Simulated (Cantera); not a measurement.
A closed system holds: 1 mol SiO2, 1100 mol H2, 27 mol N2, at 0.630 bar.

Method: chemical equilibrium by Gibbs-energy minimisation in Cantera with the NASA 1993 tables (ideal gas, pure condensed phases). Candidate condensed phases: H2O, Si, SiO2, Si2N2O, Si3N4; 35 gas species. Mutual solubility and eutectic melting of coexisting phases are not modelled. The tables hold silica as quartz up to 1696 K and as liquid above; real silica turns to tridymite and cristobalite and melts near 1996 K. The numbers say what is thermodynamically allowed, not how fast it happens.

Which condensed phases are stable at each of these points (T (K)): 1525, 1600, 1675, 1750, 1825, 1900, 1975, 2050, 2125?


```
T (K)            condensed phases  Si condensed (%)
-----  --------------------------  ----------------
1525   SiO2(β-quartz) + Si2N2O(s)              96.9
1600   SiO2(β-quartz) + Si2N2O(s)              80.2
1675               SiO2(β-quartz)              44.4
1750                     gas only               0.0
1825                     gas only               0.0
1900                     gas only               0.0
1975                     gas only               0.0
2050                     gas only               0.0
2125                     gas only               0.0
```

From 1525 K to 1600 K the condensed part is SiO2(β-quartz) + Si2N2O(s). At 1675 K the condensed part is SiO2(β-quartz). From 1750 K to 2125 K nothing is condensed.
